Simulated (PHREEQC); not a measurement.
Make-up at 25 °C: 5.1 mmol/kgw KOH, 0.31 mmol/kgw NaAlO2 and 2.6 mmol/kgw Na2CO3. Closed to the air; pH follows from the charge balance.

Model: ion-association model, phreeqc.dat, run in PHREEQC.

Q: The ionic strength comes out as 0.0128 mol/kgw. What activity coefficients do NaCO3-, Al(OH)4-, Na+, K+, CO3-2 get?

A: NaCO3- 0.89, Al(OH)4- 0.89, Na+ 0.89, K+ 0.89, CO3-2 0.64.

This is a speciation only: nothing precipitates in the calculation.
